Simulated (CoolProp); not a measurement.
Vapour-liquid equilibrium of C3F8 (R218) (1) + c-C4F8 (RC318) (2) at 0.818 MPa; x and y are mole fractions of (1).

The numbers come from the multi-fluid Helmholtz-energy mixture model, Lemmon 2006 and Platzer 1990; pair parameters Bell 2016 in CoolProp. This equation is an older, rougher fit; its heat capacities, sound speeds and derivatives of the liquid may be far off and weren't checked against measurements.

| x | bubble temperature (K) | y at the bubble point | dew temperature at overall composition x (K) | liquid density (mol/L) |
|---|---|---|---|---|
| 0.05 | 331.4 | 0.065 | 331.6 | 6.751 |
| 0.15 | 329.2 | 0.204 | 330.2 | 6.806 |
| 0.25 | 326.3 | 0.349 | 328.4 | 6.867 |
| 0.35 | 322.6 | 0.489 | 326.3 | 6.932 |
| 0.45 | 318.5 | 0.617 | 323.7 | 6.996 |
| 0.55 | 314.1 | 0.726 | 320.8 | 7.054 |
| 0.65 | 309.7 | 0.815 | 317.2 | 7.100 |
| 0.75 | 305.4 | 0.886 | 313.0 | 7.130 |
| 0.85 | 301.4 | 0.941 | 307.7 | 7.139 |
| 0.95 | 297.7 | 0.983 | 300.6 | 7.124 |

No azeotrope shows between x = 0.05 and 0.95.

The pair parameters rest on a limited set of measurements; away from them the model extrapolates.
